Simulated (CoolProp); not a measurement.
A simple Rankine cycle with water: condensing at 312.15 K, boiler at 3.7 MPa, turbine inlet 669 K, turbine efficiency 0.7, pump efficiency 0.8, no recuperator. Each further row changes one setting.

The numbers come from the reference Helmholtz-energy equation of state, Wagner 2002 in CoolProp.

```json
[
 {"case": "as stated", "thermal efficiency (%)": "25.1", "net work (kJ/kg)": "765", "heat in (kJ/kg)": "3040", "turbine exit temperature (K)": "312.1", "volume ratio over the turbine": "245"},
 {"case": "turbine inlet 689 K", "thermal efficiency (%)": "25.3", "net work (kJ/kg)": "782", "heat in (kJ/kg)": "3090", "turbine exit temperature (K)": "312.1", "volume ratio over the turbine": "240"},
 {"case": "condensing temperature 304.15 K", "thermal efficiency (%)": "26.0", "net work (kJ/kg)": "800", "heat in (kJ/kg)": "3080", "turbine exit temperature (K)": "304.1", "volume ratio over the turbine": "369"},
 {"case": "boiler pressure 2.59 MPa", "thermal efficiency (%)": "24.1", "net work (kJ/kg)": "739", "heat in (kJ/kg)": "3060", "turbine exit temperature (K)": "312.1", "volume ratio over the turbine": "172"},
 {"case": "turbine efficiency 0.6", "thermal efficiency (%)": "21.5", "net work (kJ/kg)": "655", "heat in (kJ/kg)": "3040", "turbine exit temperature (K)": "312.1", "volume ratio over the turbine": "257"}
]
```

The expansion ends wet for: as stated; turbine inlet 689 K; condensing temperature 304.15 K; boiler pressure 2.59 MPa; turbine efficiency 0.6.
